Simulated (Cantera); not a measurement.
**Premixed flame**

A freely propagating, adiabatic, planar premixed flame of 22.4 % H2, 16.3 % O2, 61.3 % N2, equivalence ratio 0.69, unburnt at 550 K and 13300 Pa; mixture-averaged transport, grid criteria slope 0.08 and curve 0.16, no radiation.

Detailed kinetics in Cantera: the H2/O2 subset of GRI-Mech 3.0, which has no nitrogen chemistry. Burning velocities carry a grid error of a few per cent, more on coarse grids. Lean hydrogen flames are cellular in practice and burn faster than this planar one.

```
z (mm)  T (K)  u (m/s)    x H2    x O2     x H2O      x OH       x O       x H
------  -----  -------  ------  ------  --------  --------  --------  --------
-18.4     550     3.99   0.224   0.163     <1e-8     <1e-8     <1e-8     <1e-8
-12.2     550     3.99   0.224   0.163     <1e-8     <1e-8     <1e-8     <1e-8
-9.18     550     3.99   0.224   0.163     <1e-8     <1e-8     <1e-8     <1e-8
-6.12     550     3.99   0.224   0.163   2.67e-8     <1e-8     <1e-8   5.77e-8
-3.06     558     4.04   0.222   0.163  0.000527   3.08e-5   6.44e-6  0.000172
-1.53     689     4.92   0.200   0.160    0.0120  0.000350  0.000182   0.00533
0        1050     7.27  0.0993   0.124    0.0898   0.00245   0.00600    0.0381
1.53     1320     9.04  0.0286  0.0757     0.173   0.00691    0.0154    0.0523
3.06     1446     9.83  0.0223  0.0677     0.186   0.00914    0.0165    0.0448
6.12     1581     10.7  0.0213  0.0644     0.195    0.0115    0.0153    0.0338
12.2     1724     11.5  0.0192  0.0615     0.205    0.0135    0.0128    0.0229
24.5     1860     12.3  0.0156  0.0591     0.215    0.0144   0.00972    0.0138
48.9     1979     13.0  0.0111  0.0573     0.226    0.0138   0.00649   0.00707
```
x: mole fraction of selected species; z is measured from the peak of heat release.

```
Property                    Result
------------------------  --------
laminar burning velocity  399 cm/s
thermal thickness          6.12 mm
peak x(OH)                  0.0144
peak x(O)                   0.0166
peak x(H)                   0.0529
grid points                    135
```
